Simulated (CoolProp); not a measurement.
A single-stage vapour-compression cycle with isobutane: evaporating at 226.15 K (dew point), condensing at 272.15 K (bubble point), superheat 2 K, subcooling 8 K, compressor efficiency 0.75, no pressure losses. Each further row changes one setting.

Values from CoolProp's reference Helmholtz-energy equation of state, Bücker 2006.

```
case                              cooling COP  pressure ratio  discharge temperature (K)  refrigerating effect (kJ/kg)  volumetric capacity (kJ/m³)
--------------------------------  -----------  --------------  -------------------------  ----------------------------  ---------------------------
as stated                                3.29            7.63                      295.0                           315                          194
evaporating temperature 231.15 K         3.85            5.85                      291.7                           322                          254
condensing temperature 267.15 K          3.77            6.36                      288.9                           327                          201
subcooling 13 K                          3.41            7.63                      295.0                           327                          201
superheat 12 K                           3.29            7.63                      305.5                           329                          194
compressor efficiency 0.65               2.85            7.63                      303.6                           315                          194
```
